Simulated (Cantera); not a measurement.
## Thermodynamics of silicon epitaxy and polysilicon growth, feed Si2H6 + HCl + H2 + Cl2

Input: 1 mol Si2H6, 2.6 mol HCl, 100 mol H2, 0.67 mol Cl2, equilibrated at 900 Torr.

Cantera equilibrium calculation (NASA polynomials, part measured and part estimated; ideal gas, pure solids and liquids). Candidate condensed phases: Si; 19 gas species. The feed counts by its element totals alone. The tables' values for SiCl3 are old estimates; treat these amounts as uncertain. Rates play no part.

From 777 °C to 1227 °C the condensed part is Si(s). The main Si-bearing gas is SiHCl3 at 777 °C and SiCl2 at 1227 °C. The share of Si in condensed phases is highest at 1227 °C (81.3 %) and lowest at 777 °C (51.7 %).

```csv
T (°C),log p H2,log p HCl,log p SiHCl3,log p SiCl4,log p SiCl2,log p SiH2Cl2,n Si(s)
777,0.07,-2.05,-2.25,-2.39,-3.91,-3.05,1.03
827,0.07,-1.91,-2.30,-2.45,-3.58,-3.07,1.12
877,0.07,-1.79,-2.37,-2.53,-3.30,-3.10,1.21
927,0.07,-1.68,-2.46,-2.65,-3.06,-3.16,1.31
977,0.07,-1.60,-2.58,-2.80,-2.87,-3.23,1.41
1027,0.07,-1.54,-2.74,-3.01,-2.72,-3.33,1.49
1077,0.07,-1.50,-2.93,-3.25,-2.62,-3.44,1.55
1127,0.07,-1.47,-3.14,-3.53,-2.54,-3.58,1.59
1177,0.06,-1.46,-3.37,-3.83,-2.49,-3.72,1.61
1227,0.06,-1.45,-3.60,-4.13,-2.46,-3.87,1.63
```
log p: log10 of the partial pressure in bar; n: condensed amount in mol.
